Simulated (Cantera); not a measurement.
A closed system holds: 1 mol Al2O3, 0.46 mol H2, 0.52 mol N2, equilibrated at 998.15 K and 1.60 bar.

These are equilibrium values from Cantera (NASA tables, ideal gas, pure condensed phases), not measurements of a reactor. Candidate condensed phases: Al, AlN, Al2O3, H2O; 35 gas species. Rates play no part.

Base state: N2 0.531, H2 0.469, NH3 0.000221 (mole fractions); condensed: Al2O3(s).

Problem. What changes in the equilibrium state with this change: Al2O3 replaced by V2O3?

Solution. 
```json
[
 {"species": "N2", "before": "0.531", "after": "0.530"},
 {"species": "H2", "before": "0.469", "after": "0.466"},
 {"species": "H2O", "before": "2.35e-7", "after": "0.00340"},
 {"species": "NH3", "before": "0.000221", "after": "0.000219"},
 {"species": "Al2O3(s), mol", "before": "1.00", "after": "0"},
 {"species": "VN(s), mol", "before": "0", "after": "0.00222"},
 {"species": "V2O3(s), mol", "before": "0", "after": "0.999"}
]
```
VN: taken at fixed stoichiometry. Condensed phases not in the tables: the oxides between V2O3 and V2O5 other than VO2, V2N. Further candidate phases: V, VN, VO, V2O3, V2O4, V2O5.
